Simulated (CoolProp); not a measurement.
A Linde-Hampson liquefier for CF4 (R14): isothermal reversible compression at 320 K from 1 atm to 10 MPa, throttling to 1 atm, return gas leaving the recuperator 0 K below the feed. Each further row changes one setting.

Computed with CoolProp (reference Helmholtz-energy equation of state, Platzer 1990). This equation is an older, rougher fit; its heat capacities, sound speeds and derivatives of the liquid may be far off and weren't checked against measurements.

```json
[
 {"case": "as stated", "liquid yield per pass": "0.145", "compression work (kJ/kg of gas)": "131"},
 {"case": "high pressure 20 MPa", "liquid yield per pass": "…", "compression work (kJ/kg of gas)": "…"},
 {"case": "warm-end temperature 350 K", "liquid yield per pass": "…", "compression work (kJ/kg of gas)": "…"},
 {"case": "warm-end gap 5 K", "liquid yield per pass": "…", "compression work (kJ/kg of gas)": "131"}
]
```

Q: Complete the blanks.

A: 
- high pressure 20 MPa, liquid yield per pass: 0.226
- high pressure 20 MPa, compression work (kJ/kg of gas): 148
- warm-end temperature 350 K, liquid yield per pass: 0.106
- warm-end temperature 350 K, compression work (kJ/kg of gas): 146
- warm-end gap 5 K, liquid yield per pass: 0.131
